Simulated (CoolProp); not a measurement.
A single-stage vapour-compression cycle with ammonia: evaporating at 222.15 K (dew point), condensing at 244.15 K (bubble point), superheat 8 K, subcooling 5 K, compressor efficiency 0.85, no pressure losses. Each further row changes one setting.

Values from CoolProp's reference Helmholtz-energy equation of state, Gao 2020.

| case | cooling COP | pressure ratio | discharge temperature (K) | refrigerating effect (kJ/kg) | volumetric capacity (kJ/m³) |
|---|---|---|---|---|---|
| as stated | ? | 3.26 | 316.8 | 1360 | 471 |
| evaporating temperature 227.15 K | ? | 2.44 | 299.4 | 1370 | ? |
| condensing temperature 239.15 K | ? | 2.55 | ? | 1380 | 479 |
| subcooling 10 K | ? | 3.26 | 316.8 | 1380 | 479 |
| superheat 18 K | 7.42 | 3.26 | ? | 1380 | 458 |
| compressor efficiency 0.75 | 6.74 | 3.26 | 327.6 | 1360 | 471 |

Q: Some entries are withheld; supply them.

A: 
- as stated, cooling COP: 7.64
- evaporating temperature 227.15 K, cooling COP: 10.4
- evaporating temperature 227.15 K, volumetric capacity (kJ/m³): 623
- condensing temperature 239.15 K, cooling COP: 10.1
- condensing temperature 239.15 K, discharge temperature (K): 297.0
- subcooling 10 K, cooling COP: 7.76
- superheat 18 K, discharge temperature (K): 330.1
